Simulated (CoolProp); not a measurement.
Water at 440.12 K and 19.5 MPa is throttled through a valve to 12.5 MPa with no heat exchange. Each further row changes one setting.

Computed with CoolProp (reference Helmholtz-energy equation of state, Wagner 2002).

```
case                      temperature change (K)  final density (kg/m³)
------------------------  ----------------------  ---------------------
as stated                                    [?]                    907
outlet pressure 3.75 MPa                    +2.1                    [?]
outlet pressure 16.2 MPa                     [?]                    [?]
```

**Question.** What belongs in the gaps?

**Answer.** 
- as stated, temperature change (K): +0.9
- outlet pressure 3.75 MPa, final density (kg/m³): 900
- outlet pressure 16.2 MPa, temperature change (K): +0.4
- outlet pressure 16.2 MPa, final density (kg/m³): 909
